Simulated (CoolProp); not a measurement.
The numbers come from the reference Helmholtz-energy equation of state, Tillner-Roth 1997 in CoolProp.

Question: For CH2F2 (R32), give the phase and the cp (kJ/(kg K)), cv (kJ/(kg K)), speed of sound (m/s), conductivity (mW/(m K)) at 382.3 K and 0.0665 MPa; 382.3 K and 1.48 MPa.

Answer: 
- 382.3 K and 0.0665 MPa: gas; cp 0.963, cv 0.800, speed of sound 270, conductivity 21.0
- 382.3 K and 1.48 MPa: gas; cp 1.08, cv 0.841, speed of sound 258, conductivity 23.0

Thermal conductivity comes from a separate model (Huber 2003), an estimate that may be off by 10 % or more.
